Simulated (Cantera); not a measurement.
A closed system holds: 1 mol SiC, 0.019 mol O₂, 820 mol N₂, at 10.0 mbar.

Method: chemical equilibrium by Gibbs-energy minimisation in Cantera with the NASA 1993 tables (ideal gas, pure condensed phases). Candidate condensed phases: C, Si, SiC, SiO₂, Si₂N₂O, Si₃N₄; 34 gas species. N₂ is the only nitrogen source here; it is nearly inert below about 1500 K, so the nitride shown seldom forms there in practice. Mutual solubility and eutectic melting of coexisting phases are not modelled. The tables' values for SiN are old estimates; treat these amounts as uncertain. Kinetics and transport are ignored.

x: gas mole fraction; n: condensed amount in mol.

| T (K) | x N₂ | x Si | x SiC₂ | x CO | x CN | n SiC(s) | n Si₃N₄(s) | n C(graphite) |
|---|---|---|---|---|---|---|---|---|
| 1373 | 1.000 | 1.77e-10 | <1e-12 | 4.63e-5 | (withheld) | 0.962 | 0.0126 | 0 |
| 1473 | 1.000 | 1.08e-8 | 1.65e-12 | 4.56e-5 | (withheld) | 0.963 | 0.0123 | 0 |
| 1573 | 1.000 | 3.86e-7 | 2.27e-11 | 4.06e-5 | (withheld) | 0.967 | 0.00941 | 0 |
| 1673 | 1.000 | 7.58e-6 | 2.69e-10 | 2.74e-5 | (withheld) | 0.977 | 0 | 0 |
| 1773 | 1.000 | 2.85e-5 | 8.94e-9 | 3.85e-5 | (withheld) | 0.968 | 0 | 0 |
| 1873 | 1.000 | 4.39e-5 | 4.28e-7 | 4.56e-5 | (withheld) | 0.960 | 0 | 0 |
| 1973 | 1.000 | 0.000156 | 5.70e-6 | 4.59e-5 | (withheld) | 0.856 | 0 | 0.0880 |
| 2073 | 0.999 | 0.000709 | 4.07e-5 | 4.58e-5 | (withheld) | 0.325 | 0 | 0.531 |
| 2173 | 0.999 | 0.00106 | 9.19e-5 | 4.60e-5 | (withheld) | 0 | 0 | 0.743 |

Task: What belongs in the gaps?

Result: 
- 1373, x CN: 3.31e-11
- 1473, x CN: 1.59e-10
- 1573, x CN: 6.29e-10
- 1673, x CN: 2.50e-9
- 1773, x CN: 3.16e-8
- 1873, x CN: 6.40e-7
- 1973, x CN: 3.95e-6
- 2073, x CN: 1.41e-5
- 2173, x CN: 4.50e-5
